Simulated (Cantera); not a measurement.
# Stirred combustor or abatement burner

A perfectly stirred reactor is fed with 4.36 % CH3OH, 20.0 % O2, 75.6 % N2, equivalence ratio 0.33, at 100000 Pa; it is adiabatic with a 750 K inlet, and is followed from long to short residence time, starting on the burning branch (τ in s: 0.47, 0.18, 0.066, 0.025, 0.0092, 0.0034, 0.0013, 0.00048, 0.00018, 6.7e-05, 2.5e-05, 9.4e-06).

Model: GRI-Mech 3.0 (53 species, 325 reactions), integrated in Cantera. GRI-Mech 3.0 was tuned for natural gas; its chemistry of methanol as a main component is partial and can be far from experiment.

| τ (s) | T (K) | x CH3OH | x O2 | x H | x NO | x C2H4 | x CH2O | x CH3 |
|---|---|---|---|---|---|---|---|---|
| 0.47 | 1559 | 2.70e-6 | 0.132 | 8.74e-7 | 1.82e-6 | <1e-12 | 1.70e-6 | 3.19e-9 |
| 0.18 | 1557 | 5.27e-6 | 0.132 | 2.03e-6 | 1.68e-6 | <1e-12 | 3.37e-6 | 6.13e-9 |
| 0.066 | 1555 | 1.06e-5 | 0.132 | 4.89e-6 | 1.43e-6 | <1e-12 | 6.88e-6 | 1.42e-8 |
| 0.025 | 1549 | 2.09e-5 | 0.132 | 1.12e-5 | 1.06e-6 | <1e-12 | 1.39e-5 | 3.65e-8 |
| 0.0092 | 1538 | 4.41e-5 | 0.133 | 2.46e-5 | 6.30e-7 | 5.21e-12 | 3.00e-5 | 1.05e-7 |
| 0.0034 | 750 | 0.0436 | 0.200 | <1e-12 | <1e-12 | <1e-12 | <1e-12 | <1e-12 |
| 0.0013 | 750 | 0.0436 | 0.200 | <1e-12 | <1e-12 | <1e-12 | <1e-12 | <1e-12 |
| 0.00048 | 750 | 0.0436 | 0.200 | <1e-12 | <1e-12 | <1e-12 | <1e-12 | <1e-12 |
| 0.00018 | 750 | 0.0436 | 0.200 | <1e-12 | <1e-12 | <1e-12 | <1e-12 | <1e-12 |
| 6.7e-5 | 750 | 0.0436 | 0.200 | <1e-12 | <1e-12 | <1e-12 | <1e-12 | <1e-12 |
| 2.5e-5 | 750 | 0.0436 | 0.200 | <1e-12 | <1e-12 | <1e-12 | <1e-12 | <1e-12 |
| 9.4e-6 | 750 | 0.0436 | 0.200 | <1e-12 | <1e-12 | <1e-12 | <1e-12 | <1e-12 |
x: mole fraction; the columns are a selection and need not sum to one.
